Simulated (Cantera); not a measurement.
Input: 1 mol SiH₂Cl₂, 6.3 mol N₂, a varied amount of H₂, at 627 °C and 19.0 Pa.

Cantera equilibrium calculation (NASA polynomials, part measured and part estimated; ideal gas, pure solids and liquids). Candidate condensed phases: NH₄Cl, Si, Si₃N₄; 28 gas species. N₂ is the only nitrogen source here; it is nearly inert below about 1500 K, so the nitride shown seldom forms there in practice. Rates play no part.

Problem. What share of the Si ends up in condensed phases as a function of n(H₂) (mol), at 0.74, 1.1, 1.5, 2.2, 3.1, 4.4, 6.3, 8.9, 13, 18, 26?

Solution. 
| n(H₂) (mol) | Si condensed (%) | as |
|---|---|---|
| 0.74 | 94.3 | Si₃N₄(s) |
| 1.1 | 96.4 | Si₃N₄(s) |
| 1.5 | 97.7 | Si₃N₄(s) |
| 2.2 | 98.8 | Si₃N₄(s) |
| 3.1 | 99.4 | Si₃N₄(s) |
| 4.4 | 99.7 | Si₃N₄(s) |
| 6.3 | 99.9 | Si₃N₄(s) |
| 8.9 | 99.9 | Si₃N₄(s) |
| 13 | 100.0 | Si₃N₄(s) |
| 18 | 100.0 | Si₃N₄(s) |
| 26 | 100.0 | Si₃N₄(s) |
